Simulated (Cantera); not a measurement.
Input: 1 mol S, 0.032 mol SO₂, 11 mol H₂, at 1475 °C and 133 Pa.

Equilibrium computed with Cantera from the NASA thermochemical tables; the gas is ideal and each condensed phase is pure. Candidate condensed phases: H₂O, H₂SO₄, S; 19 gas species. Equilibrium is a limit: real reactors are often held back by kinetics, nucleation or transport.

Base state: H₂ 0.935, S₂ 0.0359, H₂S 0.00837, SH 0.00690, H 0.00606, H₂O 0.00544, S 0.00250, SO 0.000106 (mole fractions); condensed: gas only.

Q: What changes in the equilibrium state with this change: SO₂ from 0.032 to 0.31 mol?

A: 
```csv
species,before,after
H₂,0.935,0.876
H₂O,0.00544,0.0515
S₂,0.0359,0.0458
SO₂,1.85e-6,0.000213
S₂O,1.02e-6,1.32e-5
SO,0.000106,0.00121
```
